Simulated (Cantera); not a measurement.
Charge: 1 mol Cu2O, 0.73 mol CO, 2.2 mol CH4, at 1.00 Torr.

Cantera equilibrium calculation (NASA polynomials, part measured and part estimated; ideal gas, pure solids and liquids). Candidate condensed phases: C, C6H6, C7H8, C8H18, Cu, CuO, Cu(OH)2, Cu2O, H2O; 113 gas species. Rates play no part.

x: gas mole fraction; n: condensed amount in mol.

| T (°C) | x H2 | x CO | x Cu | x H | x C2H2 (acetylene) | x Cu2 | x H2O | n C(graphite) | n Cu(s) | n Cu(l) |
|---|---|---|---|---|---|---|---|---|---|---|
| 700 | 0.718 | 0.282 | 3.84e-9 | 2.51e-8 | 3.86e-10 | <1e-12 | 0.000168 | 1.20 | 2.00 | 0 |
| 850 | 0.718 | 0.282 | 9.40e-7 | 9.88e-7 | 1.58e-8 | 1.03e-11 | 1.78e-5 | 1.20 | 2.00 | 0 |
| 1000 | 0.718 | 0.282 | 6.18e-5 | 1.65e-5 | 2.67e-7 | 3.88e-9 | 3.21e-6 | 1.20 | 2.00 | 0 |
| 1150 | 0.717 | 0.282 | (withheld) | (withheld) | (withheld) | (withheld) | (withheld) | 1.20 | 0 | 1.99 |
| 1300 | 0.703 | 0.276 | (withheld) | (withheld) | (withheld) | (withheld) | (withheld) | 1.20 | 0 | 1.88 |
| 1450 | 0.599 | 0.236 | 0.160 | 0.00387 | 5.42e-5 | 0.000216 | 8.03e-8 | 1.20 | 0 | 0.826 |
| 1600 | 0.531 | 0.211 | 0.244 | 0.0129 | 0.000166 | 0.000169 | 3.02e-8 | 1.20 | 0 | 0 |
| 1750 | 0.512 | 0.209 | 0.241 | 0.0372 | 0.000457 | 6.52e-5 | 1.53e-8 | 1.19 | 0 | 0 |
| 1900 | 0.470 | 0.203 | 0.235 | 0.0906 | 0.00104 | 2.76e-5 | 7.94e-9 | 1.18 | 0 | 0 |
| 2050 | 0.395 | 0.193 | 0.223 | 0.187 | 0.00191 | 1.23e-5 | 3.97e-9 | 1.16 | 0 | 0 |

Problem. Some entries are withheld; supply them.

Solution. 
- 1150, x Cu: 0.00157
- 1150, x H: 0.000154
- 1150, x C2H2 (acetylene): 2.46e-6
- 1150, x Cu2: 3.63e-7
- 1150, x H2O: 8.31e-7
- 1300, x Cu: 0.0199
- 1300, x H: 0.000933
- 1300, x C2H2 (acetylene): 1.45e-5
- 1300, x Cu2: 1.22e-5
- 1300, x H2O: 2.69e-7
